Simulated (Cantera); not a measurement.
Input (Python, Cantera) and output of one run.

```python
import numpy as np
import cantera as ct

gas_names = """
    H H2 N NH NH2 NH3 N2 N2H2 N2H4 Pb Pb2
""".split()
cond_names = """
    Pb(cr) Pb(L)
""".split()


# ... load() reads the species with a 1 bar reference pressure and builds the phases ...
atoms = {
    'Pb': {'Pb': 1},
    'H2': {'H': 2},
    'N2': {'N': 2},
}
top_T = {}  # K; cautious upper limits of use, not melting points


# ... equilibrate(T, P, feed) seeds the gas with the atoms and calls Mixture.equilibrate('TP', solver="vcs", rtol=1e-11, max_steps=5000) ...
results = []
feed = {'Pb': 1, 'H2': 8.1, 'N2': 55}  # mol
T = 623.15  # K
P = 3400  # Pa
mix = equilibrate(T, P, feed)
results.append((T, P, feed, dict(zip(mix.species_names, mix.species_moles))))
print(gas.report(threshold=0.0001))
for i in range(1, mix.n_phases):
    print(f"{mix.phase(i).name:16s} {mix.phase_moles(i):12.5e} mol")
```

It prints:

```
       temperature   623.15 K
          pressure   3400 Pa
           density   0.016194 kg/m^3
  mean mol. weight   24.678 kg/kmol
   phase of matter   gas

                          1 kg             1 kmol
                     ---------------   ---------------
          enthalpy        3.8828e+05        9.5818e+06  J
   internal energy        1.7832e+05        4.4006e+06  J
           entropy            9595.3        2.3679e+05  J/K
    Gibbs function        -5.591e+06       -1.3797e+08  J
 heat capacity c_p            1219.9             30104  J/K
 heat capacity c_v            882.95             21789  J/K

                      mass frac. Y      mole frac. X     chem. pot. / RT
                     ---------------   ---------------   ---------------
                H2          0.010482           0.12831           -21.908
                N2           0.98949           0.87165           -27.324
     [   +9 minor]        2.8531e-05        4.1335e-05

Pb(L)             1.00000e+00 mol
```

These are equilibrium values from Cantera (NASA tables, ideal gas, pure condensed phases), not measurements of a reactor.
